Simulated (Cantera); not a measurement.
An adiabatic, constant-pressure homogeneous reactor starts with C2H4 : O2 : N2 : H2O = 1 : 1.3 : 4.9 : 0.18 (molar parts), equivalence ratio 2.3, at 1625 K and 0.987 atm. Integrator tolerance rtol = 1e-08.

Detailed kinetics in Cantera: GRI-Mech 3.0 (53 species, 325 reactions). GRI-Mech 3.0 was tuned for natural gas; its chemistry of ethylene as a main component is partial and can be far from experiment.

Question: What does this change do: initial temperature 1625 to 1748 K?

Answer: 
| quantity | before | after |
|---|---|---|
| time of steepest temperature rise | 19.0 µs | 13.4 µs |
| temperature at 0.700 s | 2698 K | 2768 K |
| equilibrium temperature | 2698 K | 2768 K |
| x(C2H4) at 0.700 s | <1e-12 (gas-phase equilibrium <1e-12) | <1e-12 (gas-phase equilibrium <1e-12) |
| x(O2) at 0.700 s | 4.04e-5 (gas-phase equilibrium 4.04e-5) | 7.17e-5 (gas-phase equilibrium 7.17e-5) |
| x(H2O) at 0.700 s | 0.0683 (gas-phase equilibrium 0.0683) | 0.0670 (gas-phase equilibrium 0.0670) |
| x(H2O2) at 0.700 s | 4.54e-9 (gas-phase equilibrium 4.54e-9) | 6.73e-9 (gas-phase equilibrium 6.73e-9) |
| x(HCN) at 0.700 s | 2.78e-7 (gas-phase equilibrium 2.78e-7) | 2.73e-7 (gas-phase equilibrium 2.73e-7) |
| x(NO) at 0.700 s | 0.000363 (gas-phase equilibrium 0.000363) | 0.000535 (gas-phase equilibrium 0.000535) |

Question: What does this change do: initial temperature 1625 to 1650 K?

Answer: 
```
quantity                                                              before                                      after
---------------------------------  -----------------------------------------  -----------------------------------------
time of steepest temperature rise                                    19.0 µs                                    17.6 µs
temperature at 0.700 s                                                2698 K                                     2712 K
equilibrium temperature                                               2698 K                                     2712 K
x(C2H4) at 0.700 s                     <1e-12 (gas-phase equilibrium <1e-12)      <1e-12 (gas-phase equilibrium <1e-12)
x(O2) at 0.700 s                     4.04e-5 (gas-phase equilibrium 4.04e-5)    4.57e-5 (gas-phase equilibrium 4.57e-5)
x(H2O) at 0.700 s                      0.0683 (gas-phase equilibrium 0.0683)      0.0681 (gas-phase equilibrium 0.0681)
x(H2O2) at 0.700 s                   4.54e-9 (gas-phase equilibrium 4.54e-9)    4.95e-9 (gas-phase equilibrium 4.95e-9)
x(HCN) at 0.700 s                    2.78e-7 (gas-phase equilibrium 2.78e-7)    2.77e-7 (gas-phase equilibrium 2.77e-7)
x(NO) at 0.700 s                   0.000363 (gas-phase equilibrium 0.000363)  0.000395 (gas-phase equilibrium 0.000395)
```
